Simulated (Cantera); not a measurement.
A freely propagating, adiabatic, planar premixed flame of 7.26 % CH₄, 7.98 % H₂, 15.4 % O₂, 69.4 % N₂, unburnt at 523 K and 5.00 bar; mixture-averaged transport, grid criteria slope 0.08 and curve 0.16, no radiation.

Model: GRI-Mech 3.0 (53 species, 325 reactions), integrated in Cantera. Burning velocities carry a grid error of a few per cent, more on coarse grids.

Task: Predict: laminar burning velocity; thermal thickness; peak x(CH₂CO); peak x(CO).

Result: 
| Property | Value |
|---|---|
| laminar burning velocity | 57.0 cm/s |
| thermal thickness | 0.112 mm |
| peak x(CH₂CO) | 0.000134 |
| peak x(CO) | 0.0416 |
